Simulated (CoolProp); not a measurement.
A closed Brayton cycle with carbon dioxide: compressor inlet 333.15 K and 7.6 MPa, high pressure 17.4 MPa, turbine inlet 905 K, compressor efficiency 0.89, turbine efficiency 0.9, recuperator effectiveness 0.8 (on enthalpy, no pinch check). Each further row changes one setting.

Computed with CoolProp (reference Helmholtz-energy equation of state, Span 1996).

```json
[
 {"case": "as stated", "thermal efficiency (%)": "28.4", "net work (kJ/kg)": "76.2", "compressor to turbine work": "0.37", "compressor exit (K)": "407.0", "turbine exit (K)": "799.9"},
 {"case": "turbine inlet 855 K", "thermal efficiency (%)": "27.6", "net work (kJ/kg)": "68.9", "compressor to turbine work": "0.40", "compressor exit (K)": "407.0", "turbine exit (K)": "753.7"},
 {"case": "compressor inlet 343.15 K", "thermal efficiency (%)": "?", "net work (kJ/kg)": "?", "compressor to turbine work": "?", "compressor exit (K)": "?", "turbine exit (K)": "799.9"},
 {"case": "high pressure 14.8 MPa", "thermal efficiency (%)": "25.9", "net work (kJ/kg)": "63.4", "compressor to turbine work": "0.36", "compressor exit (K)": "392.0", "turbine exit (K)": "819.9"},
 {"case": "recuperator effectiveness 0.5", "thermal efficiency (%)": "18.9", "net work (kJ/kg)": "76.2", "compressor to turbine work": "0.37", "compressor exit (K)": "407.0", "turbine exit (K)": "799.9"}
]
```

### Question
Complete the blanks.

### Answer

- compressor inlet 343.15 K, thermal efficiency (%): 27.9
- compressor inlet 343.15 K, net work (kJ/kg): 72.2
- compressor inlet 343.15 K, compressor to turbine work: 0.41
- compressor inlet 343.15 K, compressor exit (K): 419.7
